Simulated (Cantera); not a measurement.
Feed: 1 mol SiH4, 1.1 mol O3, 92 mol N2, equilibrated at 62.0 Pa.

Cantera equilibrium calculation (NASA polynomials, part measured and part estimated; ideal gas, pure solids and liquids). Candidate condensed phases: H2O, Si, SiO2, Si2N2O, Si3N4; 35 gas species. The tables hold silica as quartz up to 1696 K and as liquid above; real silica turns to tridymite and cristobalite and melts near 1996 K. Kinetics and transport are ignored.

### Question
At 1350 °C, list the 6 most abundant gas species with their mole fractions, and the condensed phases.

### Answer
N2 0.979, H2O 0.0138, H2 0.00730, H 0.000237, SiO 3.87e-5, OH 1.88e-5. Condensed: SiO2(β-quartz).
